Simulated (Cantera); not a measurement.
Mixture: CH4 : C2H6 : C3H8 : O2 : N2 = 1 : 0.037 : 0.18 : 6.45 : 32.2 (molar parts), at 1.00 bar, adiabatic and at constant volume. Ignition delay is the time to a rise of 400 K.

Detailed kinetics in Cantera: GRI-Mech 3.0 (53 species, 325 reactions). GRI-Mech 3.0 was tuned for natural gas; its chemistry of propane as a main component is partial and can be far from experiment.

Q: What does this change do: pressure from 1.00 bar to 14.0 bar?

A: 
```json
[
 {"quantity": "delay at 1050 K", "before": "0.145 s", "after": "13.3 ms"},
 {"quantity": "delay at 1125 K", "before": "33.4 ms", "after": "4.11 ms"},
 {"quantity": "delay at 1200 K", "before": "8.09 ms", "after": "1.35 ms"},
 {"quantity": "delay at 1275 K", "before": "2.24 ms", "after": "0.467 ms"},
 {"quantity": "delay at 1350 K", "before": "0.737 ms", "after": "0.173 ms"},
 {"quantity": "delay at 1425 K", "before": "0.292 ms", "after": "70.3 µs"},
 {"quantity": "apparent activation energy between 1275 and 1425 K", "before": "210 kJ/mol", "after": "190 kJ/mol"}
]
```
The pressure lies above the range GRI-Mech 3.0 was tuned for (to about 10 atm).

Q: What does this change do: CH4 1 to 0.74 parts?

A: 
| quantity | before | after |
|---|---|---|
| delay at 1050 K | 0.145 s | 0.120 s |
| delay at 1125 K | 33.4 ms | 27.3 ms |
| delay at 1200 K | 8.09 ms | 6.62 ms |
| delay at 1275 K | 2.24 ms | 1.84 ms |
| delay at 1350 K | 0.737 ms | 0.617 ms |
| delay at 1425 K | 0.292 ms | 0.250 ms |
| apparent activation energy between 1275 and 1425 K | 210 kJ/mol | 200 kJ/mol |
